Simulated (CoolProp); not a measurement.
Vapour-liquid equilibrium of R22 (1) + R11 (2) at 334.2 K; x and y are mole fractions of (1).

Values from CoolProp's multi-fluid Helmholtz-energy mixture model, Kamei 1995 and Jacobsen 1992; pair parameters Bell 2016.

```csv
x,"bubble pressure, mixture model (bar)","bubble pressure, Raoult's law (bar)","y, mixture model","y, Raoult's law"
0.05,4.590,4.304,0.307,0.288
0.125,6.484,5.925,0.524,0.524
0.2,8.221,7.545,0.637,0.658
0.275,(withheld),9.166,0.709,0.745
0.35,(withheld),10.79,0.760,0.806
0.425,12.81,12.41,0.799,0.851
0.5,14.23,14.03,(withheld),0.885
0.575,15.65,15.65,0.859,0.912
0.65,(withheld),17.27,0.885,0.935
0.725,(withheld),18.89,(withheld),0.953
0.8,20.11,20.51,0.933,0.969
0.875,(withheld),22.13,(withheld),0.982
0.95,23.55,23.75,0.982,0.993
```

Question: What belongs in the gaps?

Answer: 
- 0.275, bubble pressure, mixture model (bar): 9.834
- 0.35, bubble pressure, mixture model (bar): 11.35
- 0.5, y, mixture model: 0.831
- 0.65, bubble pressure, mixture model (bar): 17.08
- 0.725, bubble pressure, mixture model (bar): 18.56
- 0.725, y, mixture model: 0.909
- 0.875, bubble pressure, mixture model (bar): 21.76
- 0.875, y, mixture model: 0.957

The largest gap from Raoult's law is +9.4 % in bubble pressure, at x = 0.125. No azeotrope shows between x = 0.05 and 0.95.

The pair parameters rest on a limited set of measurements; away from them the model extrapolates. The gap from Raoult's law changes sign with composition, which may be real or a fault of the pair parameters; it wasn't checked against measurements.
